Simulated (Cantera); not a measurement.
Feed: 1 mol AlN, 0.037 mol N2, equilibrated at 0.133 bar.

These are equilibrium values from Cantera (NASA tables, ideal gas, pure condensed phases), not measurements of a reactor. Candidate condensed phases: Al, AlN; 5 gas species. Kinetics and transport are ignored. All values below are at 2675 K.

Base state: Al 0.649, N2 0.350, Al2 0.00123 (mole fractions); condensed: gas only.

Task: What changes in the equilibrium state with this change: pressure from 0.133 bar to 0.100 bar?

Result: 
```json
[
 {"species": "Al", "before": "0.649", "after": "0.649"},
 {"species": "N2", "before": "0.350", "after": "0.350"},
 {"species": "Al2", "before": "0.00123", "after": "0.000923"}
]
```
